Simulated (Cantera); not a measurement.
Charge: 1 mol CsCl, 0.16 mol O2, 2.1 mol N2, equilibrated at 0.00250 bar.

Cantera equilibrium calculation (NASA polynomials, part measured and part estimated; ideal gas, pure solids and liquids). Candidate condensed phases: Cs, CsCl; 18 gas species. Equilibrium is a limit: real reactors are often held back by kinetics, nucleation or transport.

x: gas mole fraction; nothing condenses.

| T (°C) | x N2 | x CsCl | x O2 | x Cl | x Cs | x O | x NO |
|---|---|---|---|---|---|---|---|
| 1325 | 0.644 | 0.306 | 0.0486 | 0.000168 | 0.000168 | 6.24e-5 | 0.000835 |
| 1375 | 0.643 | 0.306 | 0.0485 | 0.000279 | 0.000279 | 0.000112 | 0.00103 |
| 1425 | 0.643 | 0.306 | 0.0483 | … | … | … | … |
| 1475 | 0.643 | 0.306 | 0.0481 | 0.000705 | 0.000704 | 0.000322 | 0.00150 |
| 1525 | 0.642 | 0.305 | 0.0479 | 0.00108 | 0.00108 | 0.000522 | 0.00178 |
| 1575 | 0.642 | 0.304 | 0.0475 | 0.00161 | 0.00161 | 0.000826 | 0.00209 |
| 1625 | 0.641 | 0.303 | 0.0471 | 0.00236 | 0.00235 | 0.00127 | 0.00243 |
| 1675 | 0.640 | 0.302 | 0.0465 | 0.00338 | 0.00337 | 0.00192 | 0.00280 |
| 1725 | 0.639 | 0.300 | 0.0458 | … | … | … | … |
| 1775 | 0.637 | 0.298 | 0.0448 | 0.00656 | 0.00655 | 0.00406 | 0.00362 |
| 1825 | 0.635 | 0.294 | 0.0436 | 0.00891 | 0.00890 | 0.00573 | 0.00405 |
| 1875 | 0.632 | 0.290 | 0.0421 | 0.0119 | 0.0119 | 0.00791 | 0.00448 |
| 1925 | 0.628 | 0.285 | 0.0402 | 0.0157 | 0.0157 | 0.0107 | 0.00491 |
| 1975 | 0.624 | 0.278 | 0.0380 | 0.0203 | 0.0203 | 0.0142 | 0.00531 |

Question: Some entries are withheld; supply them.

Answer: 
- 1725, x Cl: 0.00475
- 1725, x Cs: 0.00474
- 1725, x O: 0.00282
- 1725, x NO: 0.00320
- 1425, x Cl: 0.000450
- 1425, x Cs: 0.000449
- 1425, x O: 0.000192
- 1425, x NO: 0.00125
